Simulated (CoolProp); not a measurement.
Properties of n-hexane at several states (Tc = 507.8 K, pc = 3.044 MPa, ω = 0.300).

The numbers come from the reference Helmholtz-energy equation of state, Thol 2019 in CoolProp.

| T (K) | p (MPa) | phase | Z | speed of sound (m/s) | expansivity (1/kK) | viscosity (µPa s) |
|---|---|---|---|---|---|---|
| 218 | 0.428 | liquid | 0.02808 | 1458 | 1.165 | 824 |
| 209.6 | 0.316 | liquid | 0.02135 | 1499 | 1.153 | 959 |
| 381 | 0.128 | gas | 0.9585 | 189.1 | 3.046 | 7.96 |
| 561 | 0.0331 | gas | 0.9973 | 236.3 | 1.800 | 11.7 |
| 379.5 | 0.798 | liquid | 0.03789 | 727.1 | 1.936 | 148 |

Viscosity comes from a separate model (Michailidou 2013).
